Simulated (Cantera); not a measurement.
## CuO + C + N2 (carbothermic reduction)

Feed: 1 mol CuO, a varied amount of C, 15 mol N2, at 1027 °C and 1 atm.

Method: chemical equilibrium by Gibbs-energy minimisation in Cantera with the NASA 1993 tables (ideal gas, pure condensed phases). Candidate condensed phases: C, Cu, CuO, Cu2O; 27 gas species. Mutual solubility and eutectic melting of coexisting phases are not modelled. Equilibrium is a limit: real reactors are often held back by kinetics, nucleation or transport.

At 0.39 mol C the condensed part is Cu(s) + Cu2O(s). At 0.82 mol C the condensed part is Cu(s). From 1.3 mol C to 5.6 mol C the condensed part is C(graphite) + Cu(s). The main Cu-bearing gas is Cu throughout.

```csv
n(C) (mol),x N2,x CO,x CO2,x O2,x NO,x Cu,n Cu(s),n Cu2O(s),n C(graphite)
0.39,0.975,3.70e-6,0.0253,1.09e-6,1.00e-6,1.56e-7,0.560,0.220,0
0.82,0.948,0.0405,0.0114,<1e-12,4.05e-11,1.56e-7,1.000,0,0
1.3,0.938,0.0625,2.04e-5,<1e-12,<1e-12,1.56e-7,1.000,0,0.300
1.7,0.938,0.0625,2.04e-5,<1e-12,<1e-12,1.56e-7,1.000,0,0.700
2.1,0.938,0.0625,2.04e-5,<1e-12,<1e-12,1.56e-7,1.000,0,1.10
2.6,0.938,0.0625,2.04e-5,<1e-12,<1e-12,1.56e-7,1.000,0,1.60
3,0.938,0.0625,2.04e-5,<1e-12,<1e-12,1.56e-7,1.000,0,2.00
3.4,0.938,0.0625,2.04e-5,<1e-12,<1e-12,1.56e-7,1.000,0,2.40
3.8,0.938,0.0625,2.04e-5,<1e-12,<1e-12,1.56e-7,1.000,0,2.80
4.3,0.938,0.0625,2.04e-5,<1e-12,<1e-12,1.56e-7,1.000,0,3.30
4.7,0.938,0.0625,2.04e-5,<1e-12,<1e-12,1.56e-7,1.000,0,3.70
5.1,0.938,0.0625,2.04e-5,<1e-12,<1e-12,1.56e-7,1.000,0,4.10
5.6,0.938,0.0625,2.04e-5,<1e-12,<1e-12,1.56e-7,1.000,0,4.60
```
x: gas mole fraction; n: condensed amount in mol.
